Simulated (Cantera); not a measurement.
Charge: 1 mol BN, 20 mol HF, 3 mol N2, at 2073.15 K and 1.00 bar.

Equilibrium computed with Cantera from the NASA thermochemical tables; the gas is ideal and each condensed phase is pure. Candidate condensed phases: B, BN; 31 gas species. The tables' values for BF2 are old estimates; treat these amounts as uncertain. Equilibrium is a limit: real reactors are often held back by kinetics, nucleation or transport.

Base state: HF 0.739, N2 0.152, H2 0.0647, BF3 0.0431, H 0.000669, BF2 0.000287, BHF2 4.23e-5 (mole fractions); condensed: gas only.

### Question
What changes in the equilibrium state with this change: pressure from 1.00 bar to 1.33 mbar?

### Answer
```json
[
 {"species": "HF", "before": "0.739", "after": "0.737"},
 {"species": "N2", "before": "0.152", "after": "0.150"},
 {"species": "H2", "before": "0.0647", "after": "0.0526"},
 {"species": "H", "before": "0.000669", "after": "0.0165"},
 {"species": "BF3", "before": "0.0431", "after": "0.0364"},
 {"species": "BF", "before": "1.14e-6", "after": "0.000587"},
 {"species": "F", "before": "4.19e-6", "after": "0.000127"}
]
```
